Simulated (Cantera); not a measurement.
A Cantera script and what it prints.

```python
import numpy as np
import cantera as ct

gas_names = """
    CL CLF CLF3 CL2 F F2 N NF NF2 NF3 N2 Si SiCL SiCL2 SiCL3 SiCL4 SiF SiF2 SiF3 SiF4 SiN Si2 Si2N Si3
""".split()
cond_names = """
    Si(cr) Si(L) Si3N4(a)
""".split()


# ... load() reads the species with a 1 bar reference pressure and builds the phases ...
atoms = {
    'Si3N4': {'Si': 3, 'N': 4},
    'Cl2': {'CL': 2},
    'NF3': {'N': 1, 'F': 3},
}
top_T = {'Si3N4(a)': 2400}  # K; cautious upper limits of use, not melting points


# ... equilibrate(T, P, feed) seeds the gas with the atoms and calls Mixture.equilibrate('TP', solver="vcs", rtol=1e-11, max_steps=5000) ...
results = []
feed = {'Si3N4': 1, 'Cl2': 1.7, 'NF3': 2}  # mol
for P in [1, 6.8, 46, 320, 2200, 15000, 100000]:
    for T in [798, 873, 948, 1023, 1098, 1173, 1248, 1323, 1398, 1473, 1548, 1623, 1698, 1773]:
        mix = equilibrate(T, P, feed)
        results.append((T, P, feed, dict(zip(mix.species_names, mix.species_moles))))

for T, P, feed, n in results:
    print(f"{T:7g} {P:10.4g}  " + (" + ".join(c for c in cond_names if n.get(c, 0) > 1e-12) or "gas only"))
```

Output:

```
    798          1  Si3N4(a)
    873          1  Si3N4(a)
    948          1  Si3N4(a)
   1023          1  Si3N4(a)
   1098          1  Si3N4(a)
   1173          1  Si3N4(a)
   1248          1  gas only
   1323          1  gas only
   1398          1  gas only
   1473          1  gas only
   1548          1  gas only
   1623          1  gas only
   1698          1  gas only
   1773          1  gas only
    798        6.8  Si3N4(a)
    873        6.8  Si3N4(a)
    948        6.8  Si3N4(a)
   1023        6.8  Si3N4(a)
   1098        6.8  Si3N4(a)
   1173        6.8  Si3N4(a)
   1248        6.8  Si3N4(a)
   1323        6.8  gas only
   1398        6.8  gas only
   1473        6.8  gas only
   1548        6.8  gas only
   1623        6.8  gas only
   1698        6.8  gas only
   1773        6.8  gas only
    798         46  Si3N4(a)
    873         46  Si3N4(a)
    948         46  Si3N4(a)
   1023         46  Si3N4(a)
   1098         46  Si3N4(a)
   1173         46  Si3N4(a)
   1248         46  Si3N4(a)
   1323         46  Si3N4(a)
   1398         46  gas only
   1473         46  gas only
   1548         46  gas only
   1623         46  gas only
   1698         46  gas only
   1773         46  gas only
    798        320  Si3N4(a)
    873        320  Si3N4(a)
    948        320  Si3N4(a)
   1023        320  Si3N4(a)
   1098        320  Si3N4(a)
   1173        320  Si3N4(a)
   1248        320  Si3N4(a)
   1323        320  Si3N4(a)
   1398        320  Si3N4(a)
   1473        320  gas only
   1548        320  gas only
   1623        320  gas only
   1698        320  gas only
   1773        320  gas only
    798       2200  Si3N4(a)
    873       2200  Si3N4(a)
    948       2200  Si3N4(a)
   1023       2200  Si3N4(a)
   1098       2200  Si3N4(a)
   1173       2200  Si3N4(a)
   1248       2200  Si3N4(a)
   1323       2200  Si3N4(a)
   1398       2200  Si3N4(a)
   1473       2200  Si3N4(a)
   1548       2200  Si3N4(a)
   1623       2200  gas only
   1698       2200  gas only
   1773       2200  gas only
    798    1.5e+04  Si3N4(a)
    873    1.5e+04  Si3N4(a)
    948    1.5e+04  Si3N4(a)
   1023    1.5e+04  Si3N4(a)
   1098    1.5e+04  Si3N4(a)
   1173    1.5e+04  Si3N4(a)
   1248    1.5e+04  Si3N4(a)
   1323    1.5e+04  Si3N4(a)
   1398    1.5e+04  Si3N4(a)
   1473    1.5e+04  Si3N4(a)
   1548    1.5e+04  Si3N4(a)
   1623    1.5e+04  Si3N4(a)
   1698    1.5e+04  gas only
   1773    1.5e+04  gas only
    798      1e+05  Si3N4(a)
    873      1e+05  Si3N4(a)
    948      1e+05  Si3N4(a)
   1023      1e+05  Si3N4(a)
   1098      1e+05  Si3N4(a)
   1173      1e+05  Si3N4(a)
   1248      1e+05  Si3N4(a)
   1323      1e+05  Si3N4(a)
   1398      1e+05  Si3N4(a)
   1473      1e+05  Si3N4(a)
   1548      1e+05  Si3N4(a)
   1623      1e+05  Si3N4(a)
   1698      1e+05  Si3N4(a)
   1773      1e+05  Si3N4(a)
```

Cantera equilibrium calculation (NASA polynomials, part measured and part estimated; ideal gas, pure solids and liquids). The tables' values for SiCl3, SiF2, SiF3 are old estimates.
